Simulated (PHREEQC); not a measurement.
PHREEQC input (ion-association model, wateq4f.dat):

```
SOLUTION_MASTER_SPECIES
  An  An-  0  An  62.0  # stands for a non-complexing anion
SOLUTION_SPECIES
  An- = An-
    -log_k 0
    -gamma 3.0 0
PHASES
  Fix_H+
    H+ = H+
    -log_k 0
SOLUTION 1
  temp 25
  units mmol/kgw
  pH 7 charge
  Cl 0.142
  Ca 0.071
  Na 5
  An 5
END
SELECTED_OUTPUT 1
  -reset false
  -pH true
  -pe true
  -ionic_strength true
  -water true
  -totals Ca Cl Na
  -molalities Hfo_wOH Hfo_wOH2+ Hfo_wO- Hfo_sOH Hfo_sOH2+ Hfo_sO- Hfo_sOHCa+2 Hfo_wOCa+
  -saturation_indices Portlandite Halite
USER_PUNCH 1
  -headings sigma psi
  10 PUNCH EDL("sigma", "Hfo"), EDL("psi", "Hfo")
PRINT
  -reset false
USE solution 1
SURFACE 1
  Hfo_wOH 0.000292135 600 0.13
  Hfo_sOH 7.30337e-06
EQUILIBRIUM_PHASES 1
  Fix_H+ -3 HAn 10
    -force_equality true
  O2(g) -0.68 10
END
# ... the last block is repeated for the other 16 points of pH, with NaOH or the acid as the point needs
```

Selected output (columns that matter, 17 of 17 rows; pH added in front):

```
pH	mu	Ca	Na	m_Hfo_wOH	m_Hfo_wOH2+	m_Hfo_wO-	m_Hfo_sOH	m_Hfo_sOH2+	m_Hfo_sO-	m_Hfo_sOHCa+2	si_Portlandite	si_Halite	sigma	psi
3	0.006415	7.1e-05	0.005	5.1684e-05	0.0002402	2.5477e-07	1.2921e-06	6.0049e-06	6.3693e-09	3.4964e-13	-21.092	-7.8045	0.30425	0.21431
3.5	0.0056518	7.1e-05	0.005	9.6955e-05	0.00019407	1.1096e-06	2.4239e-06	4.8518e-06	2.7741e-08	1.2387e-12	-20.084	-7.8004	0.24468	0.20637
4	0.005395	7.1e-05	0.005	0.00014038	0.00014872	3.0353e-06	3.5094e-06	3.7181e-06	7.5882e-08	5.0565e-12	-19.082	-7.799	0.18474	0.19314
4.5	0.0053006	7.1e-05	0.005	0.00017475	0.00011109	6.2977e-06	4.3688e-06	2.7771e-06	1.5744e-07	2.2714e-11	-18.081	-7.7984	0.13287	0.17669
5	0.0052607	7.1e-05	0.005	0.00019823	8.3063e-05	1.0838e-05	4.9558e-06	2.0765e-06	2.7095e-07	1.1207e-10	-17.08	-7.7982	0.091583	0.15781
5.5	0.0052408	7.0999e-05	0.005	0.00021214	6.3847e-05	1.6147e-05	5.3031e-06	1.596e-06	4.0365e-07	6.19e-10	-16.08	-7.7981	0.060486	0.13674
6	0.0052295	7.0996e-05	0.005	0.00021925	5.1494e-05	2.1387e-05	5.4784e-06	1.2867e-06	5.3438e-07	3.8949e-09	-15.08	-7.798	0.038186	0.11353
6.5	0.0052225	7.0971e-05	0.005	0.00022243	4.3873e-05	2.5833e-05	5.5396e-06	1.0927e-06	6.4338e-07	2.7774e-08	-14.08	-7.798	0.022943	0.088438
7	0.0052176	7.0772e-05	0.005	0.0002237	3.9078e-05	2.9337e-05	5.4298e-06	9.4851e-07	7.1208e-07	2.1296e-07	-13.081	-7.7979	0.012888	0.06198
7.5	0.005211	6.9474e-05	0.005	0.00022413	3.4997e-05	3.2882e-05	4.5347e-06	7.0809e-07	6.6529e-07	1.3953e-06	-12.089	-7.7979	0.0062836	0.035284
8	0.0052079	6.5447e-05	0.0050109	0.00022303	2.97e-05	3.8367e-05	2.1396e-06	2.8493e-07	3.6808e-07	4.5107e-06	-11.115	-7.7969	0.001624	0.0097965
8.5	0.0052036	5.7231e-05	0.0050329	0.00021591	2.3394e-05	4.5651e-05	5.3999e-07	5.8507e-08	1.1417e-07	6.5907e-06	-10.173	-7.795	-0.0024171	-0.014483
9	0.0051919	3.6656e-05	0.0050843	0.00019087	1.3897e-05	6.0054e-05	1.9902e-07	1.4491e-08	6.262e-08	7.0272e-06	-9.3667	-7.7905	-0.0059804	-0.033848
9.5	0.0051937	1.3508e-05	0.0051571	0.00015535	6.9619e-06	7.9412e-05	1.4367e-07	6.4386e-09	7.3443e-08	7.0798e-06	-8.8004	-7.7844	-0.0098289	-0.050958
10	0.0052595	2.6163e-06	0.0052583	0.00013341	4.3836e-06	9.3019e-05	1.3806e-07	4.5361e-09	9.6256e-08	7.0645e-06	-8.5144	-7.7763	-0.016427	-0.072562
10.5	0.0054966	3.6602e-07	0.0055069	0.00012173	3.2789e-06	0.00010352	1.4733e-07	3.9686e-09	1.2529e-07	7.0268e-06	-8.3724	-7.7576	-0.028087	-0.097037
11	0.006251	5.5365e-08	0.00627	0.00010756	2.2399e-06	0.00011834	1.6562e-07	3.4487e-09	1.822e-07	6.9521e-06	-8.2043	-7.7054	-0.047479	-0.12
```

Species that the database lacks are ignored. The oxide is taken as insoluble; below pH 4 it would dissolve.
